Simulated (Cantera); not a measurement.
**Premixed flame**

A freely propagating, adiabatic, planar premixed flame of H₂ : O₂ : N₂ = 1 : 0.167 : 0.627 (molar parts), unburnt at 525 K and 8.09 atm; mixture-averaged transport, grid criteria slope 0.08 and curve 0.16, no radiation.

Detailed kinetics in Cantera: the H2/O2 subset of GRI-Mech 3.0, which has no nitrogen chemistry. The hydrogen kinetics of GRI-Mech 3.0 are dated; newer H2 mechanisms differ, most at raised pressure. Burning velocities carry a grid error of a few per cent, more on coarse grids.

```tsv
z (mm)	T (K)	u (m/s)	x H₂	x O₂	x OH	x H	x H₂O₂	x O
-0.105	525	4.93	0.557	0.0931	<1e-8	<1e-8	<1e-8	<1e-8
-0.0701	525	4.93	0.557	0.0931	<1e-8	<1e-8	<1e-8	<1e-8
-0.0526	526	4.93	0.557	0.0932	<1e-8	<1e-8	2.45e-8	<1e-8
-0.0351	533	4.99	0.555	0.0935	<1e-8	<1e-8	6.69e-7	7.00e-8
-0.0175	664	6.03	0.537	0.0938	4.72e-5	9.26e-5	4.69e-5	1.11e-5
-0.00877	967	8.51	0.503	0.0826	0.000406	0.00246	8.26e-5	0.000126
0	1308	11.3	0.460	0.0571	0.000695	0.0108	3.09e-5	0.000460
0.00877	1541	13.3	0.423	0.0297	0.000944	0.0207	5.47e-6	0.000559
0.0175	1667	14.4	0.402	0.0128	0.000964	0.0258	2.00e-6	0.000348
0.0351	1771	15.2	0.392	0.00226	0.000867	0.0253	5.83e-7	9.65e-5
0.0701	1843	15.8	0.394	0.000145	0.000707	0.0188	1.37e-7	2.82e-5
0.140	1896	16.2	0.399	5.58e-6	0.000493	0.0118	4.73e-8	1.11e-5
0.281	1932	16.4	0.402	9.96e-7	0.000301	0.00675	1.73e-8	3.77e-6
```
x: mole fraction of selected species; z is measured from the peak of heat release.

The laminar burning velocity is 493 cm/s and the thermal thickness is 0.0351 mm. The peak x(OH) is 0.000975, the peak x(H) is 0.0266 and the peak x(H₂O₂) is 8.48e-5. The peak x(O) is 0.000580.
